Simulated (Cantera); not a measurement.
A closed system holds: 1 mol Fe3O4, 1.8 mol H2O, at 577 °C and 0.0100 bar.

Cantera equilibrium calculation (NASA polynomials, part measured and part estimated; ideal gas, pure solids and liquids). Candidate condensed phases: Fe, FeO, Fe(OH)2, Fe(OH)3, Fe2O3, Fe3O4, H2O; 12 gas species. Equilibrium is a limit: real reactors are often held back by kinetics, nucleation or transport.

Task: What is the equilibrium state?

Result: 
| Property | Result |
|---|---|
| x(H2O) | 1.000 |
| x(H2) | 1.38e-5 |
| n(Fe3O4(s)) | 1.000 mol |
| gas amount | 1.800 mol |
| log10 activity of Fe(α) (absent) | -7.18 |
| log10 activity of Fe(OH)2(s) (absent) | -7.77 |
| log10 activity of Fe(OH)3(s) (absent) | -10.93 |
